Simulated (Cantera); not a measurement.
Charge: 1 mol trisilylamine, 29 mol N2, at 800 °C and 0.680 bar.

Equilibrium computed with Cantera from the NASA thermochemical tables; the gas is ideal and each condensed phase is pure. Candidate condensed phases: Si, Si3N4; 18 gas species. The feed counts by its element totals alone. Equilibrium is a limit: real reactors are often held back by kinetics, nucleation or transport.

Problem. What is the equilibrium state?

Solution. 
| Quantity | Result |
|---|---|
| x(N2) | 0.859 |
| x(H2) | 0.141 |
| x(NH3) | 1.23e-5 |
| n(Si3N4(s)) | 1.00 mol |
| gas amount | 32.00 mol |
| log10 activity of Si(s) (absent) | -6.15 |
